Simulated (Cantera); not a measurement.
Mixture: CH₄ : C₂H₆ : O₂ : N₂ = 1 : 0.1 : 3.67 : 13.8 (molar parts), equivalence ratio 0.64, at 21800 Torr, adiabatic and at constant volume. Ignition delay is the time to a rise of 400 K.

Cantera simulation using GRI-Mech 3.0 (53 species, 325 reactions); the numbers are that mechanism's predictions, not measurements. The pressure lies above the range GRI-Mech 3.0 was tuned for (to about 10 atm).

Problem. What does this change do: 1.6 parts H2O added?

Solution. 
```
quantity                                                before       after
--------------------------------------------------  ----------  ----------
delay at 1300 K                                       0.150 ms    0.163 ms
delay at 1350 K                                        89.2 µs     95.9 µs
delay at 1400 K                                        55.0 µs     58.4 µs
delay at 1450 K                                        35.1 µs     36.8 µs
delay at 1500 K                                        22.9 µs     23.9 µs
delay at 1550 K                                        15.4 µs     15.9 µs
delay at 1600 K                                        10.5 µs     10.9 µs
apparent activation energy between 1500 and 1600 K  160 kJ/mol  160 kJ/mol
```

Problem. What does this change do: CH4 1 to 1.7 parts?

Solution. 
| quantity | before | after |
|---|---|---|
| delay at 1300 K | 0.150 ms | 0.190 ms |
| delay at 1350 K | 89.2 µs | 0.118 ms |
| delay at 1400 K | 55.0 µs | 74.9 µs |
| delay at 1450 K | 35.1 µs | 48.4 µs |
| delay at 1500 K | 22.9 µs | 31.7 µs |
| delay at 1550 K | 15.4 µs | 21.1 µs |
| delay at 1600 K | 10.5 µs | 14.2 µs |
| apparent activation energy between 1500 and 1600 K | 160 kJ/mol | 160 kJ/mol |

Problem. What does this change do: pressure from 21800 Torr to 760 Torr?

Solution. 
```json
[
 {"quantity": "delay at 1300 K", "before": "0.150 ms", "after": "1.48 ms"},
 {"quantity": "delay at 1350 K", "before": "89.2 µs", "after": "0.884 ms"},
 {"quantity": "delay at 1400 K", "before": "55.0 µs", "after": "0.542 ms"},
 {"quantity": "delay at 1450 K", "before": "35.1 µs", "after": "0.340 ms"},
 {"quantity": "delay at 1500 K", "before": "22.9 µs", "after": "0.220 ms"},
 {"quantity": "delay at 1550 K", "before": "15.4 µs", "after": "0.147 ms"},
 {"quantity": "delay at 1600 K", "before": "10.5 µs", "after": "0.101 ms"},
 {"quantity": "apparent activation energy between 1500 and 1600 K", "before": "160 kJ/mol", "after": "160 kJ/mol"}
]
```
